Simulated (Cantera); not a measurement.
A closed system holds: 1 mol Al(CH3)3, 72 mol NH3, 920 mol H2, equilibrated at 2200 K and 13300 Pa.

Cantera equilibrium calculation (NASA polynomials, part measured and part estimated; ideal gas, pure solids and liquids). Candidate condensed phases: Al, AlN, C, C6H6, C7H8, C8H18; 97 gas species. The feed counts by its element totals alone. Equilibrium is a limit: real reactors are often held back by kinetics, nucleation or transport.

Base state: H2 0.949, N2 0.0324, H 0.0150, HCN 0.00195, Al 0.000870, C2H2 (acetylene) 0.000332, HNC 0.000154, AlH 5.81e-5 (mole fractions); condensed: gas only.

### Question
What changes in the equilibrium state with this change: pressure from 13300 Pa to 5000 Pa?

### Answer
```json
[
 {"species": "H2", "before": "0.949", "after": "0.940"},
 {"species": "N2", "before": "0.0324", "after": "0.0322"},
 {"species": "H", "before": "0.0150", "after": "0.0244"},
 {"species": "Al", "before": "0.000870", "after": "0.000888"},
 {"species": "CH4", "before": "1.17e-5", "after": "4.31e-6"},
 {"species": "AlH", "before": "5.81e-5", "after": "3.61e-5"}
]
```

### Question
What changes in the equilibrium state with this change: Al(CH3)3 replaced by Al?

### Answer
```json
[
 {"species": "H2", "before": "0.949", "after": "0.950"},
 {"species": "N2", "before": "0.0324", "after": "0.0335"},
 {"species": "H", "before": "0.0150", "after": "0.0150"},
 {"species": "HCN", "before": "0.00195", "after": "0"},
 {"species": "Al", "before": "0.000870", "after": "0.000874"},
 {"species": "C2H2 (acetylene)", "before": "0.000332", "after": "0"},
 {"species": "HNC", "before": "0.000154", "after": "0"}
]
```
